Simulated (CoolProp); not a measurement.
500 sccm (0 °C, 1 atm) of nitrogen bubbles through liquid n-undecane at 357.9 K and leaves saturated at a total pressure of 0.0437 MPa (ideal gas phase). Each further row changes one setting.

The numbers come from the reference Helmholtz-energy equation of state, Aleksandrov 2011 in CoolProp. It is a short technical equation, of lower accuracy than the large ones.

```csv
case,vapour pressure (kPa),mole fraction of vapour,delivery (mg/min),delivery (sccm),change of delivery for a bath 1 K warmer (%)
as stated,2.20,[?],185,26.5,5.2
bath temperature 362.9 K,2.79,0.0638,[?],34.1,5.1
total pressure 0.0874 MPa,2.20,[?],[?],12.9,5.1
```

### Question
Some entries are withheld; supply them.

### Answer

- as stated, mole fraction of vapour: 0.0503
- bath temperature 362.9 K, delivery (mg/min): 238
- total pressure 0.0874 MPa, mole fraction of vapour: 0.0251
- total pressure 0.0874 MPa, delivery (mg/min): 90.0
